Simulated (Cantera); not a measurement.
Charge: 1 mol B2O3, 0.34 mol O2, 42 mol N2, 2 mol NH3, held at 10000 Pa.

Method: chemical equilibrium by Gibbs-energy minimisation in Cantera with the NASA 1993 tables (ideal gas, pure condensed phases). Candidate condensed phases: B, BN, B2O3, B3O3H3, H2O; 39 gas species. Equilibrium is a limit: real reactors are often held back by kinetics, nucleation or transport. All values below are at 1800 K.

Base state: N2 0.915, H2 0.0484, HBO2 0.0223, B2O3 0.00969, H2O 0.00377, HBO 0.000735, H 0.000249, BO 6.74e-5 (mole fractions); condensed: gas only.

Question: What changes in the equilibrium state with this change: NH3 from 2 to 0.88 mol?

Answer: 
```tsv
species	before	after
N2	0.915	0.948
HBO2	0.0223	0.0232
H2	0.0484	0.0140
B2O3	0.00969	0.0106
HBO	0.000735	0.000223
B2O2	4.24e-5	1.35e-5
BO2	9.19e-6	1.78e-5
```
